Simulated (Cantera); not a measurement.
An isothermal, constant-pressure homogeneous reactor starts with NO : N₂ = 1 : 5.6 (molar parts), at 2200 K and 100.0 Torr.

Model: GRI-Mech 3.0 (53 species, 325 reactions), integrated in Cantera.

x: mole fraction; the columns are a selection and need not sum to one.

| t (s) | x NO | x O₂ | x N₂O | x O | x N₂ | x NO₂ |
|---|---|---|---|---|---|---|
| 4.00e-5 | 0.152 | 7.94e-10 | (withheld) | 5.42e-7 | 0.848 | 1.61e-9 |
| 0.000159 | 0.152 | 1.30e-8 | (withheld) | 2.27e-6 | 0.848 | 2.00e-8 |
| 0.000633 | 0.151 | 2.33e-7 | (withheld) | 1.06e-5 | 0.848 | 1.71e-7 |
| 0.00252 | 0.151 | 4.79e-6 | 1.13e-5 | 5.42e-5 | 0.848 | 1.04e-6 |
| 0.0100 | 0.151 | 9.41e-5 | 1.17e-5 | 0.000227 | 0.849 | 4.29e-6 |
| 0.0399 | 0.149 | 0.00121 | 1.08e-5 | 0.000510 | 0.850 | 9.06e-6 |
| 0.159 | 0.135 | 0.00774 | (withheld) | 0.000790 | 0.856 | 1.35e-5 |
| 0.632 | 0.0769 | 0.0365 | (withheld) | 0.00146 | 0.885 | 1.50e-5 |
| 2.51 | 0.0110 | 0.0692 | (withheld) | 0.00196 | 0.918 | 2.93e-6 |
| 10.0 | 0.00794 | 0.0707 | (withheld) | 0.00198 | 0.919 | 2.14e-6 |

Problem. Complete the blanks.

Solution. 
- 4.00e-5, x N₂O: 5.21e-7
- 0.000159, x N₂O: 1.95e-6
- 0.000633, x N₂O: 6.08e-6
- 0.159, x N₂O: 8.60e-6
- 0.632, x N₂O: 2.61e-6
- 2.51, x N₂O: 1.95e-7
- 10.0, x N₂O: 1.74e-7
